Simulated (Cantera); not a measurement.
Input (Python, Cantera):

```python
import numpy as np
import cantera as ct

gas = ct.Solution("gri30.yaml")
gas.TPX = 1475, 130000, {'C3H8': 1, 'H2': 5.4}
inlet = ct.Reservoir(gas, clone=True)

reactor = ct.IdealGasConstPressureReactor(gas, energy="off", clone=False)
exhaust = ct.Reservoir(gas, clone=True)
tau = [0.83, 0.45, 0.25, 0.13, 0.073, 0.04, 0.022, 0.012, 0.0064, 0.0035][0]
for a, b in ((inlet, reactor), (reactor, exhaust)):
    ct.MassFlowController(a, b, mdot=lambda t: reactor.mass / tau)
net = ct.ReactorNet([reactor])
show = ['C3H8', 'H2', 'C2H', 'CH3', 'CH4']

rows = []
print(f"{'tau/s':>10s}{'T/K':>9s}" + "".join(f"{s:>11s}" for s in show))
for tau in [0.83, 0.45, 0.25, 0.13, 0.073, 0.04, 0.022, 0.012, 0.0064, 0.0035]:
    net.initial_time = 0.0
    net.advance(30 * tau)
    before = gas.X
    net.advance(40 * tau)
    drift = np.max(np.abs(gas.X - before) / (gas.X + 1e-9))
    rows.append([gas.T, *gas[show].X, drift])
    print(f"{tau:10.3e}{gas.T:9.1f}" + "".join(f"{x:11.3e}" for x in gas[show].X))
```

Output:

```
     tau/s      T/K       C3H8         H2        C2H        CH3        CH4
 8.300e-01   1475.0  3.532e-05  7.221e-01  2.476e-09  6.937e-05  1.724e-01
 4.500e-01   1475.0  5.926e-05  7.297e-01  2.963e-09  7.499e-05  1.604e-01
 2.500e-01   1475.0  9.626e-05  7.360e-01  3.553e-09  8.275e-05  1.503e-01
 1.300e-01   1475.0  1.633e-04  7.413e-01  4.345e-09  9.495e-05  1.418e-01
 7.300e-02   1475.0  2.584e-04  7.442e-01  5.145e-09  1.097e-04  1.366e-01
 4.000e-02   1475.0  4.146e-04  7.458e-01  6.051e-09  1.301e-04  1.333e-01
 2.200e-02   1475.0  6.604e-04  7.462e-01  6.969e-09  1.567e-04  1.317e-01
 1.200e-02   1475.0  1.056e-03  7.456e-01  7.823e-09  1.916e-04  1.311e-01
 6.400e-03   1475.0  1.714e-03  7.443e-01  8.488e-09  2.387e-04  1.310e-01
 3.500e-03   1475.0  2.729e-03  7.430e-01  8.753e-09  2.974e-04  1.307e-01
```

Computed with Cantera and GRI-Mech 3.0 (53 species, 325 reactions). GRI-Mech 3.0 was tuned for natural gas; its chemistry of propane as a main component is partial and can be far from experiment. GRI-Mech 3.0 stops at C3 and has no aromatics, soot or wall deposition, so with more carbon than oxygen in the feed, carbon stays in small species such as C2H2 where larger ones or solid carbon would form.
